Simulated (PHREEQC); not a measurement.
Model water analysis in mg/kgw, 25 °C, pH 6.16, pe 8.2: Na 0.0721; K 0.00132; Ca 0.0693; Mg 0.0214; Cl 0.131; S(6) as SO4 0.0773; Alkalinity as HCO3 0.178; N(5) as NO3 0.000179; Sr 0.000171; Ba 0.00133; Br 0.00159; Pb 0.00425; O(0) (dissolved oxygen) 0.000291.

Valence states are taken as typed.

The numbers come from PHREEQC with the ion-association model, phreeqc.dat.

No solid was allowed to form.

### Question
Predict the charge-balance error.

### Answer
charge-balance error 1.1 %.

### Question
In which forms is C present?

### Answer
CO2 61 %, HCO3- 39 % of the C.

Complexes and solids missing from the database can't appear.
